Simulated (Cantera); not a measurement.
Fluorocarbon and chlorocarbon gases: CHF3 + Si + H2 + CH4

Input: 1 mol CHF3, 0.047 mol Si, a varied amount of H2, 0.039 mol CH4, equilibrated at 0.100 bar.

Equilibrium computed with Cantera from the NASA thermochemical tables; the gas is ideal and each condensed phase is pure. Candidate condensed phases: C, C6H6, C7H8, C8H18, Si, SiC; 113 gas species. The tables' values for SiF2, SiF3 are old estimates. The numbers say what is thermodynamically allowed, not how fast it happens.

**Question.** Map the stable condensed phases over T = 602, 802, 1002, 1202, 1402, 1602, 1802, 2002, 2202, 2402, 2602, 2802, 3002, 3202 °C and n(H2) in mol = 0.68, 1.3, 1.8, 2.4, 3, 3.6, 4.2, 4.8, 5.3, 5.9, 6.5, 7.1.

**Answer.** 
```
T in °C \ n(H2) in mol
         0.68  1.3  1.8  2.4    3  3.6  4.2  4.8  5.3  5.9  6.5  7.1
   3202     A    A    A    A    A    A    A    A    A    A    A    A
   3002     B    B    B    A    A    A    A    A    A    A    A    A
   2802     B    B    B    B    B    B    B    B    B    B    B    A
   2602     B    B    B    B    B    B    B    B    B    B    B    B
   2402     B    B    B    B    B    B    B    B    B    B    B    B
   2202     B    B    B    B    B    B    B    B    B    B    B    B
   2002     B    B    B    B    B    B    B    B    B    B    B    B
   1802     B    B    B    B    B    B    B    B    B    B    B    B
   1602     B    B    B    B    B    B    B    B    B    B    B    B
   1402     B    B    B    B    B    B    B    B    B    B    B    B
   1202     B    B    B    B    B    B    B    B    B    B    B    B
   1002     B    B    B    B    B    B    B    B    B    B    B    B
    802     B    B    B    B    B    B    B    B    B    B    B    B
    602     B    B    B    B    B    B    B    B    B    B    B    B
```
A: gas only; B: C.
